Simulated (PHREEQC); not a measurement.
A made-up water analysis in mmol/kgw, 25 °C, pH 6.27, pe 11.2: Na 0.215; K 0.219; Ca 0.0727; Mg 0.0136; Cl 0.404; S(6) 0.107; Alkalinity (meq/kgw) 0.00808; Zn 0.0021; N(5) 0.00511; O(0) (counted as O atoms) 0.0147; Cu(2) 7.21e-05; Br 0.0128; Ni 0.000144.

Valence states are taken as typed.

All values are PHREEQC results (ion-association model, wateq4f.dat), not measurements.

```
quantity                  before    after
-----------------------  -------  -------
CO2 (mol/kgw)            1.00e-5  9.98e-6
HCO3- (mol/kgw)          8.59e-6  8.58e-6
CaSO4 (mol/kgw)          1.16e-6  3.29e-6
MgSO4 (mol/kgw)          2.55e-7  2.41e-7
KSO4- (mol/kgw)          1.42e-7  1.37e-7
NaSO4- (mol/kgw)         9.97e-8  9.58e-8
SI of Tenorite (CuO)       -2.32    -2.33
SI of Cu(OH)2 (Cu(OH)2)    -3.34    -3.35
```

### Question
Name the change that produced these shifts.
A) temperature from 25 to 60 °C at the same typed pH
B) Ca from 0.0727 to 0.218 mmol/kgw
C) pH from 6.27 to 5.77 at the same alkalinity
D) S(6) from 0.107 to 0.0535 mmol/kgw
E) all concentrations times 4 at the same typed pH

### Answer
B, Ca from 0.0727 to 0.218 mmol/kgw

Precipitation was switched off in this run.
